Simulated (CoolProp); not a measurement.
A Linde-Hampson liquefier for normal hydrogen: isothermal reversible compression at 230 K from 1 atm to 10 MPa, throttling to 1 atm, return gas leaving the recuperator 5 K below the feed. Each further row changes one setting.

Computed with CoolProp (reference Helmholtz-energy equation of state, Leachman 2009).

```csv
case,compression work (kJ/kg of gas)
as stated,4420
high pressure 20 MPa,5150
warm-end temperature 260 K,4990
warm-end gap 10 K,4420
```
